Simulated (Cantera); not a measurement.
Cantera run:

```python
import numpy as np
import cantera as ct

gas_names = """
    H HI HO2 H2 H2O H2O2 I I2 O OH O2 O3
""".split()
cond_names = """
    H2O(s) H2O(L) I2(cr) I2(L)
""".split()


def load(file, names, dense=False):
    # The tables refer to 1 bar. Condensed volumes are neglected.
    table = {s.name: s for s in ct.Species.list_from_file(file)}
    out = []
    for n in names:
        d = dict(table[n].input_data)
        d["thermo"] = dict(d["thermo"], **{"reference-pressure": 1e5})
        if dense:
            d["equation-of-state"] = {"model": "constant-volume", "density": "1e6 g/cm^3"}
        out.append(ct.Species.from_dict(d))
    return out


gas = ct.Solution(thermo="ideal-gas", species=load("nasa_gas.yaml", gas_names))
cond = {s.name: ct.Solution(thermo="fixed-stoichiometry", species=[s], name=s.name)
        for s in load("nasa_condensed.yaml", cond_names, dense=True)}
atoms = {
    'HI': {'H': 1, 'I': 1},
    'H2': {'H': 2},
    'O2': {'O': 2},
}
top_T = {}  # K; cautious upper limits of use, not melting points


def equilibrate(T, P, feed):
    n = {}
    for name, mol in feed.items():
        for a, k in atoms[name].items():
            n[a] = n.get(a, 0.0) + k * mol
    gas.TPX = T, P, n
    mass = sum(n.values()) * gas.mean_molecular_weight
    gas.equilibrate("TP")
    valid = [c for c in cond.values() if c.min_temp <= T <= top_T.get(c.name, c.max_temp)]
    mix = ct.Mixture([(gas, mass / gas.mean_molecular_weight)] + [(c, 0.0) for c in valid])
    mix.T, mix.P = T, P
    mix.equilibrate("TP", solver="vcs", rtol=1e-11, max_steps=5000)
    return mix


results = []
feed = {'HI': 1, 'H2': 2.2, 'O2': 1.8}  # mol
T = 3198.15  # K
for P in [10, 120, 1400, 17000, 210000, 2500000, 30000000]:
    mix = equilibrate(T, P, feed)
    results.append((T, P, feed, dict(zip(mix.species_names, mix.species_moles))))

top = {s: max(r[3][s] / sum(r[3][g] for g in gas_names) for r in results) for s in gas_names}
cols = sorted((s for s in top if top[s] > 1e-05), key=lambda s: -top[s])[:8]
seen = [c for c in cond_names if any(r[3].get(c, 0) > 1e-12 for r in results)]
print("log10 of partial pressures in bar; condensed amounts in mol")
print(f"{'P/Pa':>10s}" + "".join(f"{s[:9]:>10s}" for s in cols + seen))
for T, P, feed, n in results:
    ng = sum(n[g] for g in gas_names)
    print(f"{P:10.4g}" + "".join(f"{np.log10(max(n[s] / ng * P / 1e5, 1e-99)):10.3f}" for s in cols)
          + "".join(f"{n.get(c, 0):10.4g}" for c in seen))
```

It prints:

```
log10 of partial pressures in bar; condensed amounts in mol
      P/Pa       H2O         H         O         I        OH        H2        O2        HI
        10   -10.128    -4.268    -4.444    -5.000    -7.383    -7.429    -7.551    -9.783
       120    -6.908    -3.194    -3.373    -3.915    -5.238    -5.281    -5.408    -7.625
      1400    -3.889    -2.182    -2.377    -2.803    -3.230    -3.258    -3.416    -5.500
   1.7e+04    -1.582    -1.417    -1.600    -1.565    -1.689    -1.728    -1.862    -3.498
   2.1e+05    -0.067    -0.953    -1.014    -0.369    -0.638    -0.799    -0.691    -1.837
   2.5e+06     1.137    -0.624    -0.469     0.728     0.237    -0.140     0.400    -0.411
     3e+07     2.260    -0.339     0.086     1.766     1.076     0.428     1.509     0.912
```

Cantera equilibrium calculation (NASA polynomials, part measured and part estimated; ideal gas, pure solids and liquids). The ideal-gas law is rough above about 30 bar.
